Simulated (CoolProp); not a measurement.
Vapour-liquid equilibrium of diethyl ether (1) + benzene (2) at 1.71 bar; x and y are mole fractions of (1).

Values from CoolProp's multi-fluid Helmholtz-energy mixture model, Thol 2014 and Thol 2012; pair parameters Bell 2016.

| x | bubble temperature, mixture model (°C) | bubble temperature, Raoult's law (°C) | y, mixture model | y, Raoult's law |
|---|---|---|---|---|
| 0.05 | 93.7 | 93.5 | 0.154 | 0.164 |
| 0.2 | 82.6 | 82.1 | … | 0.496 |
| 0.35 | … | 73.3 | … | 0.689 |
| 0.5 | 66.8 | 66.2 | … | 0.811 |
| 0.65 | … | 60.4 | 0.882 | 0.891 |
| 0.8 | … | 55.5 | 0.943 | 0.948 |
| 0.95 | … | 51.3 | 0.988 | 0.989 |

Q: Some entries are withheld; supply them.

A: 
- 0.2, y, mixture model: 0.474
- 0.35, bubble temperature, mixture model (°C): 73.9
- 0.35, y, mixture model: 0.669
- 0.5, y, mixture model: 0.796
- 0.65, bubble temperature, mixture model (°C): 60.9
- 0.8, bubble temperature, mixture model (°C): 55.8
- 0.95, bubble temperature, mixture model (°C): 51.4

The largest gap from Raoult's law is +0.6 K in bubble temperature, at x = 0.35. No azeotrope shows between x = 0.05 and 0.95.

The pair parameters rest on a limited set of measurements; away from them the model extrapolates.
